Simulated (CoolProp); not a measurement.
Aqueous lithium chloride as a coolant, at 10 °C, 1 atm.

The numbers come from the Melinder's fits for secondary coolants in CoolProp.

```json
[
 {"mass %": "5.8", "freezing point (°C)": "…", "viscosity (mPa s)": "…", "Prandtl number": "10.7", "density (kg/m³)": "1034", "conductivity (W/(m K))": "0.567"},
 {"mass %": "7.3", "freezing point (°C)": "-8.1", "viscosity (mPa s)": "1.64", "Prandtl number": "11.0", "density (kg/m³)": "1042", "conductivity (W/(m K))": "0.564"},
 {"mass %": "8.7", "freezing point (°C)": "-10.1", "viscosity (mPa s)": "1.72", "Prandtl number": "…", "density (kg/m³)": "1050", "conductivity (W/(m K))": "0.561"},
 {"mass %": "10.2", "freezing point (°C)": "-12.6", "viscosity (mPa s)": "1.82", "Prandtl number": "11.9", "density (kg/m³)": "1059", "conductivity (W/(m K))": "…"},
 {"mass %": "11.6", "freezing point (°C)": "-15.2", "viscosity (mPa s)": "1.91", "Prandtl number": "12.3", "density (kg/m³)": "1067", "conductivity (W/(m K))": "0.555"},
 {"mass %": "13", "freezing point (°C)": "-18.4", "viscosity (mPa s)": "2.02", "Prandtl number": "12.8", "density (kg/m³)": "1076", "conductivity (W/(m K))": "0.552"},
 {"mass %": "14.5", "freezing point (°C)": "-22.4", "viscosity (mPa s)": "2.14", "Prandtl number": "13.4", "density (kg/m³)": "1085", "conductivity (W/(m K))": "0.549"},
 {"mass %": "15.9", "freezing point (°C)": "-26.9", "viscosity (mPa s)": "2.26", "Prandtl number": "13.9", "density (kg/m³)": "1093", "conductivity (W/(m K))": "0.546"},
 {"mass %": "17.3", "freezing point (°C)": "-32.1", "viscosity (mPa s)": "2.39", "Prandtl number": "14.6", "density (kg/m³)": "1101", "conductivity (W/(m K))": "0.544"},
 {"mass %": "18.8", "freezing point (°C)": "-38.4", "viscosity (mPa s)": "2.55", "Prandtl number": "…", "density (kg/m³)": "1111", "conductivity (W/(m K))": "0.541"},
 {"mass %": "20.2", "freezing point (°C)": "-44.8", "viscosity (mPa s)": "2.71", "Prandtl number": "16.1", "density (kg/m³)": "1119", "conductivity (W/(m K))": "0.538"},
 {"mass %": "21.6", "freezing point (°C)": "-51.6", "viscosity (mPa s)": "2.88", "Prandtl number": "16.9", "density (kg/m³)": "1128", "conductivity (W/(m K))": "0.535"}
]
```

Question: Some entries are withheld; supply them.

Answer: 
- 5.8, freezing point (°C): -6.1
- 5.8, viscosity (mPa s): 1.56
- 8.7, Prandtl number: 11.4
- 10.2, conductivity (W/(m K)): 0.558
- 18.8, Prandtl number: 15.3
